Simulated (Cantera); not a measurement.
A closed system holds: 1 mol FeS₂, 0.24 mol O₂, 13 mol N₂, held at 725 K and 1 atm.

Method: chemical equilibrium by Gibbs-energy minimisation in Cantera with the NASA 1993 tables (ideal gas, pure condensed phases). Candidate condensed phases: Fe, FeO, FeS, FeSO₄, FeS₂, Fe₂O₃, Fe₂(SO₄)₃, Fe₃O₄, S; 19 gas species. Equilibrium is a limit: real reactors are often held back by kinetics, nucleation or transport.

Base state: N₂ 0.986, SO₂ 0.0136, S₂ 2.35e-5 (mole fractions); condensed: FeS₂(s) + Fe₃O₄(s).

What changes in the equilibrium state with this change: O₂ from 0.24 to 0.77 mol?


```
species         before    after
-------------  -------  -------
N₂               0.986    0.957
SO₂             0.0136   0.0425
S₂             2.35e-5  4.14e-5
FeS₂(s), mol     0.910    0.711
Fe₃O₄(s), mol   0.0301   0.0964
```
